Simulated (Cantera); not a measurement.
A perfectly stirred reactor is fed with 8.19 % CH4, 11.5 % H2, 15.6 % O2, 58.5 % N2, 6.31 % H2O, at 320000 Pa; it is adiabatic with a 673 K inlet, and is followed from long to short residence time, starting on the burning branch (τ in s: 0.035, 0.018, 0.0094, 0.0049, 0.0025, 0.0013, 0.00069, 0.00036, 0.00019, 9.7e-05, 5.1e-05, 2.6e-05, 1.4e-05).

Model: GRI-Mech 3.0 (53 species, 325 reactions), integrated in Cantera.

x: mole fraction; the columns are a selection and need not sum to one.

```csv
τ (s),T (K),x CH4,x H2,x O2,x O,x N2O
0.035,2218,6.43e-5,0.0791,6.54e-5,8.44e-6,…
0.018,2215,9.48e-5,0.0790,0.000108,1.10e-5,…
0.0094,2212,0.000132,0.0788,0.000174,1.49e-5,…
0.0049,2208,0.000178,0.0787,0.000280,2.10e-5,…
0.0025,2202,0.000232,0.0785,0.000452,3.13e-5,…
0.0013,2194,0.000296,0.0783,0.000713,4.72e-5,…
0.00069,2183,0.000381,0.0781,0.00111,7.05e-5,…
0.00036,2169,0.000515,0.0779,0.00177,0.000104,4.84e-8
0.00019,2150,0.000748,0.0777,0.00287,0.000147,5.05e-8
9.7e-5,2122,0.00125,0.0775,0.00506,0.000196,4.66e-8
5.1e-5,2070,0.00257,0.0776,0.0101,0.000228,…
2.6e-5,673,0.0819,0.115,0.156,<1e-12,<1e-12
1.4e-5,673,0.0819,0.115,0.156,<1e-12,<1e-12
```

### Question
Some entries are withheld; supply them.

### Answer

- 0.035, x N2O: 1.00e-8
- 0.018, x N2O: 1.27e-8
- 0.0094, x N2O: 1.64e-8
- 0.0049, x N2O: 2.13e-8
- 0.0025, x N2O: 2.78e-8
- 0.0013, x N2O: 3.53e-8
- 0.00069, x N2O: 4.26e-8
- 5.1e-5, x N2O: 3.82e-8
